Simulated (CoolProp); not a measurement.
R124 at several states: fugacity coefficient from the reference equation and from simpler models built on Tc = 395.4 K, pc = 3624 kPa, ω = 0.288; each cubic takes its own stable root.

Computed with CoolProp (reference Helmholtz-energy equation of state, de Vries 1995).

```json
[
 {"T (K)": "388.2", "p (kPa)": "604", "phase": "gas", "reference": "0.9392", "van der Waals": "0.9485", "Soave-Redlich-Kwong": "0.9402", "Peng-Robinson": "0.9341"},
 {"T (K)": "409.4", "p (kPa)": "43.7", "phase": "gas", "reference": "0.9963", "van der Waals": "0.9967", "Soave-Redlich-Kwong": "0.9964", "Peng-Robinson": "0.9959"},
 {"T (K)": "212.6", "p (kPa)": "1390", "phase": "liquid", "reference": "0.005728", "van der Waals": "0.1216", "Soave-Redlich-Kwong": "0.005735", "Peng-Robinson": "0.006002"},
 {"T (K)": "422.2", "p (kPa)": "175", "phase": "gas", "reference": "0.9867", "van der Waals": "0.9878", "Soave-Redlich-Kwong": "0.9869", "Peng-Robinson": "0.9852"},
 {"T (K)": "428.5", "p (kPa)": "1240", "phase": "gas", "reference": "0.9122", "van der Waals": "0.9172", "Soave-Redlich-Kwong": "0.9139", "Peng-Robinson": "0.9031"},
 {"T (K)": "291.3", "p (kPa)": "2220", "phase": "liquid", "reference": "0.1373", "van der Waals": "0.3878", "Soave-Redlich-Kwong": "0.1401", "Peng-Robinson": "0.1371"}
]
```
